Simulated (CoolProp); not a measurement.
Values from CoolProp's reference Helmholtz-energy equation of state, Lemmon 2013.

Task: Give the vapour pressure (MPa), liquid density (kg/m³), surface tension (mN/m), liquid viscosity (µPa s) of saturated propylene at 18.95, 69.75 °C.

Result: 
```tsv
T (°C)	p (MPa)	liquid density (kg/m³)	surface tension (mN/m)	liquid viscosity (µPa s)
18.95	0.990	517	7.72	101
69.75	3.07	406	1.82	58.4
```

Viscosity comes from a separate model (Huber 2003), an estimate that may be off by 10 % or more. Surface tension comes from a separate correlation (Mulero 2012).
